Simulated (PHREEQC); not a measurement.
A solution holds 0.12 mol CuSO4, 0.078 mol CuCl2 and 0.005 mol NaH2PO4 per kg of water, at 25 °C. Closed to the air; pH follows from the charge balance.

All values are PHREEQC results (ion-association model, wateq4f.dat), not measurements.

No solid was allowed to form.

Question: Order these Cl species by the share of Cl that they hold, largest first: CuCl2, Cl-, CuCl+.

Answer: Cl- (92 %), CuCl+ (7.6 %), CuCl2 (0.46 %)

The pH is 4.33 and the ionic strength 0.427 mol/kgw. The solution is supersaturated, for example in Atacamite, Cu3(PO4)2:3H2O, so a real one may precipitate; this is no full list. Complexes and solids missing from the database can't appear. H3PO4, which wateq4f.dat lacks, is added to it with the constant of phreeqc.dat. The database has no phosphate complexes of Cu.
